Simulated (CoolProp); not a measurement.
Properties of R143a at several states (Tc = 345.9 K, pc = 3.762 MPa, ω = 0.261).

Values from CoolProp's reference Helmholtz-energy equation of state, Lemmon and Jacobsen 2000.

```tsv
T (K)	p (MPa)	phase	density (kg/m³)	Joule-Thomson coefficient (K/MPa)	isothermal compressibility (1/MPa)	expansivity (1/kK)	conductivity (mW/(m K))
412.6	0.0298	gas	0.7312	6.895	33.61	2.438	27.0
167	0.213	liquid	1317	-0.4333	0.001067	1.839	(withheld)
234.7	0.449	liquid	(withheld)	-0.2735	(withheld)	2.465	97.7
233.8	0.279	liquid	(withheld)	(withheld)	(withheld)	(withheld)	98.0
190.1	2.57	liquid	1264	-0.4010	0.001370	1.952	121
293.5	0.248	gas	8.942	20.09	4.228	3.999	14.5
```

Question: Fill in the missing entries.

Answer: 
- 167, conductivity (mW/(m K)): 134
- 234.7, density (kg/m³): 1143
- 234.7, isothermal compressibility (1/MPa): 0.002655
- 233.8, density (kg/m³): 1145
- 233.8, Joule-Thomson coefficient (K/MPa): -0.2759
- 233.8, isothermal compressibility (1/MPa): 0.002629
- 233.8, expansivity (1/kK): 2.459

Thermal conductivity comes from a separate model (McLinden 2000), an estimate that may be off by 10 % or more.
